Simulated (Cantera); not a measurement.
**Hydrogen reduction and annealing atmospheres: Fe₃O₄ + H₂ + CH₄**

Charge: 1 mol Fe₃O₄, 2500 mol H₂, 0.032 mol CH₄, held at 0.730 bar.

These are equilibrium values from Cantera (NASA tables, ideal gas, pure condensed phases), not measurements of a reactor. Candidate condensed phases: C, C₆H₆, C₇H₈, C₈H₁₈, Fe, Fe(CO)₅, FeO, Fe(OH)₂, Fe(OH)₃, Fe₂O₃, Fe₃O₄, H₂O; 114 gas species. The numbers say what is thermodynamically allowed, not how fast it happens.

```json
[
 {"T (K)": "1373", "x H₂": "0.998", "x H₂O": "0.00159", "x H": "3.89e-6", "x CO": "1.27e-5", "x Fe": "1.07e-8", "x CH₄": "9.99e-8", "n Fe(γ)": "3.00", "n Fe(δ)": "0"},
 {"T (K)": "1423", "x H₂": "0.998", "x H₂O": "0.00159", "x H": "7.77e-6", "x CO": "1.27e-5", "x Fe": "3.65e-8", "x CH₄": "5.00e-8", "n Fe(γ)": "3.00", "n Fe(δ)": "0"},
 {"T (K)": "1473", "x H₂": "0.998", "x H₂O": "0.00159", "x H": "1.48e-5", "x CO": "1.28e-5", "x Fe": "1.14e-7", "x CH₄": "2.62e-8", "n Fe(γ)": "3.00", "n Fe(δ)": "0"},
 {"T (K)": "1523", "x H₂": "0.998", "x H₂O": "0.00159", "x H": "2.70e-5", "x CO": "1.28e-5", "x Fe": "3.32e-7", "x CH₄": "1.43e-8", "n Fe(γ)": "3.00", "n Fe(δ)": "0"},
 {"T (K)": "1573", "x H₂": "0.998", "x H₂O": "0.00159", "x H": "4.75e-5", "x CO": "1.28e-5", "x Fe": "9.01e-7", "x CH₄": "8.15e-9", "n Fe(γ)": "3.00", "n Fe(δ)": "0"},
 {"T (K)": "1623", "x H₂": "0.998", "x H₂O": "0.00159", "x H": "8.08e-5", "x CO": "1.28e-5", "x Fe": "2.29e-6", "x CH₄": "4.80e-9", "n Fe(γ)": "2.99", "n Fe(δ)": "0"},
 {"T (K)": "1673", "x H₂": "0.998", "x H₂O": "0.00159", "x H": "0.000133", "x CO": "1.28e-5", "x Fe": "5.50e-6", "x CH₄": "2.92e-9", "n Fe(γ)": "0", "n Fe(δ)": "2.99"},
 {"T (K)": "1723", "x H₂": "0.998", "x H₂O": "0.00159", "x H": "0.000213", "x CO": "1.28e-5", "x Fe": "1.25e-5", "x CH₄": "1.83e-9", "n Fe(γ)": "0", "n Fe(δ)": "2.97"}
]
```
x: gas mole fraction; n: condensed amount in mol.

From 1373 K to 1623 K the condensed part is Fe(γ). From 1673 K to 1723 K the condensed part is Fe(δ). The main Fe-bearing gas is Fe throughout.
